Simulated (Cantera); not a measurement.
An isothermal, constant-pressure homogeneous reactor starts with CO : O2 : H2O : N2 = 0.0036 : 0.0056 : 0.00079 : 1 (molar parts), equivalence ratio 0.32, at 1025 K and 320000 Pa.

Model: GRI-Mech 3.0 (53 species, 325 reactions), integrated in Cantera.

Q: Predict: x(CO) at 4.00 s; x(O2) at 4.00 s; x(H2O) at 4.00 s; x(N2O) at 4.00 s.

A: 
```
Property                                             Result
----------------  -----------------------------------------
x(CO) at 4.00 s    0.00210 (gas-phase equilibrium 4.57e-12)
x(O2) at 4.00 s     0.00481 (gas-phase equilibrium 0.00377)
x(H2O) at 4.00 s  0.000779 (gas-phase equilibrium 0.000784)
x(N2O) at 4.00 s   3.59e-7 (gas-phase equilibrium 9.95e-10)
```
